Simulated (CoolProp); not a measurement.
Vapour-liquid equilibrium of R143a (1) + propane (2) at 241 K; x and y are mole fractions of (1).

Computed with CoolProp (multi-fluid Helmholtz-energy mixture model, Lemmon and Jacobsen 2000 and Lemmon 2009; pair parameters Bell 2016).

Question: Give the bubble pressure and the first vapour's composition at x = 0.05, 0.2, 0.5. Is there an azeotrope?

Answer: x = 0.05: 0.1839 MPa, y = 0.192; x = 0.2: 0.2295 MPa, y = 0.413; x = 0.5: 0.2506 MPa, y = 0.546. y crosses x between x = 0.5 and 0.65: the model has an azeotrope there.

The pair parameters rest on a limited set of measurements; away from them the model extrapolates.
